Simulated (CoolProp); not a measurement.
A Linde-Hampson liquefier for ethane: isothermal reversible compression at 320 K from 1 atm to 25 MPa, throttling to 1 atm, return gas leaving the recuperator 5 K below the feed. Each further row changes one setting.

Model: reference Helmholtz-energy equation of state, Bücker 2006, in CoolProp.

```tsv
case	liquid yield per pass	compression work (kJ/kg of gas)
as stated	[?]	378
high pressure 50 MPa	0.444	436
warm-end temperature 350 K	[?]	[?]
warm-end gap 10 K	0.453	378
```

Q: What belongs in the gaps?

A: 
- as stated, liquid yield per pass: 0.460
- warm-end temperature 350 K, liquid yield per pass: 0.382
- warm-end temperature 350 K, compression work (kJ/kg of gas): 443
